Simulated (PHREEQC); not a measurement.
Model water analysis in mmol/kgw, 25 °C, pH 5.82, pe 12.3:

```tsv
constituent	mmol/kgw
Na	0.0145
K	0.00273
Ca	0.023
Mg	0.021
Cl	0.0498
S(6)	0.0271
Alkalinity (meq/kgw)	0.0039
Li	0.000463
Si	0.00102
Sr	0.000367
O(0) (counted as O atoms)	0.000407
```

Valence states are taken as typed.

Computed with PHREEQC (ion-association model, phreeqc.dat).

```csv
quantity,before,after
CO2 (mol/kgw),1.82e-5,3.11e-5
HCO3- (mol/kgw),5.43e-6,9.34e-6
MgSO4 (mol/kgw),1.16e-7,4.38e-7
CaSO4 (mol/kgw),9.68e-8,3.65e-7
NaSO4- (mol/kgw),1.84e-9,7.12e-9
SI of Quartz (SiO2),-2.01,-1.71
```

Task: Name the change that produced these shifts.
(A) Li from 0.000463 to 0.00139 mmol/kgw
(B) pH from 5.82 to 6.32 at the same alkalinity
(C) all concentrations times 2 at the same typed pH
(D) temperature from 25 to 35 °C at the same typed pH

Result: C, all concentrations times 2 at the same typed pH

No solid was allowed to form.
